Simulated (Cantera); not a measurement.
An isothermal, constant-pressure homogeneous reactor starts with NO : N₂ = 1 : 1.4 (molar parts), at 2125 K and 0.474 atm.

Computed with Cantera and GRI-Mech 3.0 (53 species, 325 reactions).

x: mole fraction; the columns are a selection and need not sum to one.

```tsv
t (s)	x NO	x N₂	x O₂	x O	x N₂O	x NO₂
3.00e-6	0.417	0.583	5.46e-10	6.78e-7	?	6.66e-9
1.33e-5	0.417	0.583	1.06e-8	2.96e-6	?	1.22e-7
5.91e-5	0.417	0.583	2.06e-7	1.26e-5	?	1.80e-6
0.000262	0.417	0.583	4.82e-6	5.76e-5	?	1.63e-5
0.00116	0.416	0.584	0.000155	0.000212	8.17e-5	6.83e-5
0.00516	0.413	0.585	0.00152	0.000259	8.30e-5	8.39e-5
0.0229	0.400	0.591	0.00788	0.000321	7.68e-5	0.000104
0.102	0.342	0.620	0.0370	0.000514	?	0.000149
0.451	0.152	0.715	0.132	0.000885	?	0.000118
2.00	0.0168	0.783	0.199	0.00107	?	1.60e-5
```

Some entries are withheld; supply them.


- 3.00e-6, x N₂O: 6.80e-7
- 1.33e-5, x N₂O: 2.98e-6
- 5.91e-5, x N₂O: 1.25e-5
- 0.000262, x N₂O: 4.34e-5
- 0.102, x N₂O: 5.38e-5
- 0.451, x N₂O: 1.01e-5
- 2.00, x N₂O: 4.70e-7
